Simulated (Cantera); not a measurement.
# Thermodynamics of titanium nitride, carbide and oxide coatings, feed TiCl4 + C3H8

A closed system holds: 1 mol TiCl4, 2.3 mol C3H8, held at 0.120 bar.

Cantera equilibrium calculation (NASA polynomials, part measured and part estimated; ideal gas, pure solids and liquids). Candidate condensed phases: C, C6H6, C7H8, C8H18, Ti, TiC, TiCl2, TiCl3, TiCl4; 96 gas species. The tables' values for TiCl2 are old estimates; treat these amounts as uncertain. TiC: taken at fixed stoichiometry. Kinetics and transport are ignored.

```json
[
 {"T (K)": "1248", "log p H2": "-1.06", "log p HCl": "-1.53", "log p TiCl4": "-2.56", "log p H": "-6.86", "log p TiCl3": "-2.95", "n C(graphite)": "6.24", "n TiC(s)": "0.649"},
 {"T (K)": "1348", "log p H2": "-1.08", "log p HCl": "-1.46", "log p TiCl4": "-2.87", "log p H": "-6.18", "log p TiCl3": "-2.94", "n C(graphite)": "6.13", "n TiC(s)": "0.771"},
 {"T (K)": "1448", "log p H2": "-1.09", "log p HCl": "-1.42", "log p TiCl4": "-3.22", "log p H": "-5.58", "log p TiCl3": "-3.00", "n C(graphite)": "6.05", "n TiC(s)": "0.852"},
 {"T (K)": "1548", "log p H2": "-1.10", "log p HCl": "-1.40", "log p TiCl4": "-3.59", "log p H": "-5.06", "log p TiCl3": "-3.10", "n C(graphite)": "6.00", "n TiC(s)": "0.901"},
 {"T (K)": "1648", "log p H2": "-1.10", "log p HCl": "-1.39", "log p TiCl4": "-3.94", "log p H": "-4.60", "log p TiCl3": "-3.21", "n C(graphite)": "5.97", "n TiC(s)": "0.930"},
 {"T (K)": "1748", "log p H2": "-1.11", "log p HCl": "-1.38", "log p TiCl4": "-4.27", "log p H": "-4.19", "log p TiCl3": "-3.31", "n C(graphite)": "5.95", "n TiC(s)": "0.948"},
 {"T (K)": "1848", "log p H2": "-1.11", "log p HCl": "-1.38", "log p TiCl4": "-4.57", "log p H": "-3.83", "log p TiCl3": "-3.42", "n C(graphite)": "5.94", "n TiC(s)": "0.959"},
 {"T (K)": "1948", "log p H2": "-1.11", "log p HCl": "-1.38", "log p TiCl4": "-4.84", "log p H": "-3.50", "log p TiCl3": "-3.52", "n C(graphite)": "5.93", "n TiC(s)": "0.965"},
 {"T (K)": "2048", "log p H2": "-1.11", "log p HCl": "-1.38", "log p TiCl4": "-5.10", "log p H": "-3.21", "log p TiCl3": "-3.61", "n C(graphite)": "5.92", "n TiC(s)": "0.969"},
 {"T (K)": "2148", "log p H2": "-1.12", "log p HCl": "-1.38", "log p TiCl4": "-5.33", "log p H": "-2.94", "log p TiCl3": "-3.70", "n C(graphite)": "5.90", "n TiC(s)": "0.970"}
]
```
log p: log10 of the partial pressure in bar; n: condensed amount in mol.

From 1248 K to 2148 K the condensed part is C(graphite) + TiC(s). The main Ti-bearing gas is TiCl4 at 1248 K and TiCl3 at 2148 K. The share of Ti in condensed phases is highest at 2148 K (97.0 %) and lowest at 1248 K (64.9 %).
